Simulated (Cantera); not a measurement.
## Low-pressure radical oxidation in H2/O2

An isothermal, constant-pressure homogeneous reactor starts with H2 : O2 = 0.12 : 1 (molar parts), equivalence ratio 0.060, at 900 K and 3.75 Torr.

Computed with Cantera and GRI-Mech 3.0 (53 species, 325 reactions). Radical loss at walls, strong at low pressure, is not modelled. Below about 950 K walls govern HO2 and H2O2 in real vessels. The temperature is held fixed by assumption; the heat of reaction is taken as removed at once.

```csv
t (s),x H2,x O2,x O,x OH,x H2O,x H,x H2O2
0.000400,0.107,0.893,1.33e-12,<1e-12,<1e-12,6.10e-12,<1e-12
0.00172,0.107,0.893,2.31e-11,8.58e-12,3.51e-11,4.00e-11,<1e-12
0.00739,0.107,0.893,5.37e-9,1.78e-9,1.30e-8,7.55e-9,<1e-12
0.0317,0.0156,0.853,0.0180,0.00280,0.0717,0.0385,9.05e-8
0.136,0.000577,0.883,0.00296,0.000586,0.111,0.00122,7.41e-8
0.586,2.30e-5,0.887,0.000110,9.22e-5,0.113,7.09e-6,4.43e-8
2.52,1.10e-6,0.887,6.53e-6,2.28e-5,0.113,1.03e-7,1.54e-8
10.8,7.65e-8,0.887,7.09e-7,7.54e-6,0.113,3.69e-9,4.95e-9
46.5,9.76e-9,0.887,1.14e-7,3.01e-6,0.113,2.36e-10,1.71e-9
200,1.72e-9,0.887,2.19e-8,1.32e-6,0.113,1.98e-11,5.86e-10
```
x: mole fraction; the columns are a selection and need not sum to one.

Equilibrium at this temperature and pressure: H2 5.47e-12, O2 0.887, O 7.22e-11, OH 7.55e-8, H2O 0.113, H <1e-12, H2O2 5.13e-12 (gas phase only).
